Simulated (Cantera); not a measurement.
Input: 1 mol Cu2O, 2.9 mol H2, 4.8 mol N2, at 1398 K and 0.0100 bar.

These are equilibrium values from Cantera (NASA tables, ideal gas, pure condensed phases), not measurements of a reactor. Candidate condensed phases: Cu, CuO, Cu(OH)2, Cu2O, H2O; 27 gas species. Kinetics and transport are ignored.

**Question.** What is the equilibrium state?

**Answer.** 
```
Quantity                                   Value
-------------------------------------  ---------
x(N2)                                      0.623
x(H2)                                      0.247
x(H2O)                                     0.130
x(Cu)                                   0.000130
x(H)                                     2.35e-5
n(Cu(l))                                2.00 mol
gas amount                             7.701 mol
log10 activity of Cu(OH)2(s) (absent)     -11.95
```
